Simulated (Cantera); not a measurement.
Standard-state values (1 bar) from the NASA 1993 polynomials, evaluated with Cantera. Values are per mole of reaction as written; species without (g) are pure solids or liquids, kept so even where they would boil at 1 bar.

4 CrO₃(g) + 3 N(g) = 2 Cr₂O₃ + 3 NO₂(g), with ΔH° = -2414.0 kJ and ΔS° = -644.2 J/K at 300 K.

Question: How far is the shortcut ΔG° ≈ ΔH°(300 K) − T·ΔS°(300 K) from the full temperature-dependent value at 875, 975, 1075, 1175, 1275, 1375, 1475, 1575, 1675 K?

Answer: 
```tsv
T (K)	shortcut (kJ)	full (kJ)	difference (kJ)	difference in log10 K
875	-1850.4	-1863.3	13.0	-0.78
975	-1785.9	-1802.7	16.7	-0.90
1075	-1721.5	-1742.3	20.8	-1.01
1175	-1657.1	-1682.3	25.2	-1.12
1275	-1592.7	-1622.7	30.0	-1.23
1375	-1528.3	-1563.3	35.1	-1.33
1475	-1463.9	-1504.3	40.5	-1.43
1575	-1399.4	-1445.6	46.2	-1.53
1675	-1335.0	-1387.2	52.2	-1.63
```
The shortcut ignores the heat-capacity change of the reaction.
